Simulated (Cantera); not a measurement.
Feed: 1 mol SiH₄, 0.026 mol Cl₂, a varied amount of N₂, at 1723 K and 14000 Pa.

Cantera equilibrium calculation (NASA polynomials, part measured and part estimated; ideal gas, pure solids and liquids). Candidate condensed phases: NH₄Cl, Si, Si₃N₄; 28 gas species. Kinetics and transport are ignored.

**Question.** At 100 mol N₂, list the 4 most abundant gas species with their mole fractions, and the condensed phases.

**Answer.** N₂ 0.980, H₂ 0.0194, HCl 0.000505, H 6.80e-5. Condensed: Si₃N₄(s).
